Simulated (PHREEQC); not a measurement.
**Spent oxide etchant: an equilibrium model**

Consider water at 37 °C with 9.7 mmol/kgw NH4HF2, 1.3 mmol/kgw H2SiF6, 0.15 mmol/kgw H3BO3 and 0.68 mmol/kgw H2SO4. Closed to the air; pH follows from the charge balance.

The numbers come from PHREEQC with the ion-association model, phreeqc.dat.

```json
{
  "pH": "2.97",
  "ionic_strength": "0.0127 mol/kgw",
  "total_alkalinity": "-18.9 meq/kg"
}
```

| species | molality | activity | log γ |
|---|---|---|---|
| HF | 0.0117 | 0.0117 | 0.001 |
| NH4+ | 0.00966 | 0.00853 | -0.054 |
| F- | 0.00653 | 0.00579 | -0.052 |
| SiF6-2 | 0.00130 | 0.000824 | -0.198 |
| H+ | 0.00119 | 0.00108 | -0.044 |
| SO4-2 | 0.000578 | 0.000366 | -0.199 |
| HF2- | 0.000315 | 0.000280 | -0.051 |
| BF4- | 0.000143 | 0.000127 | -0.051 |

No solid was allowed to form. Species that the database lacks are ignored. Constants without temperature data keep their 25 °C values here. SiF6-2 is the database's only silicon fluoride. Real BF4- forms and hydrolyses slowly; the run takes it at equilibrium.
